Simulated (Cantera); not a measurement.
A perfectly stirred reactor is fed with CH4 : CO2 = 1 : 1.9 (molar parts), at 0.132 atm; it is held at 2125 K, and followed from long to short residence time.

Computed with Cantera and GRI-Mech 3.0 (53 species, 325 reactions).

x: mole fraction; the columns are a selection and need not sum to one.

```tsv
τ (s)	x CH4	x CO2	x CO	x C2H6	x HO2	x O2
28	7.19e-6	0.0516	0.539	2.37e-12	2.63e-10	7.65e-7
8.0	3.41e-5	0.0516	0.539	4.45e-11	2.17e-10	5.88e-7
2.3	…	0.0518	0.539	9.41e-10	1.65e-10	…
0.67	…	0.0526	0.538	…	1.46e-10	…
0.19	0.00223	0.0562	0.533	1.15e-7	1.44e-10	3.02e-7
0.056	0.00556	0.0703	0.512	6.48e-7	1.69e-10	2.82e-7
0.016	0.0124	0.114	0.448	2.76e-6	2.57e-10	2.58e-7
0.0047	0.0283	0.207	0.331	1.04e-5	3.68e-10	1.78e-7
0.0014	0.0683	0.350	0.188	3.81e-5	3.70e-10	7.00e-8
0.00039	0.151	0.507	0.0657	0.000111	2.43e-10	1.47e-8
```

What belongs in the gaps?


- 2.3, x CH4: 0.000180
- 2.3, x O2: 4.02e-7
- 0.67, x CH4: 0.000706
- 0.67, x C2H6: 1.26e-8
- 0.67, x O2: 3.32e-7
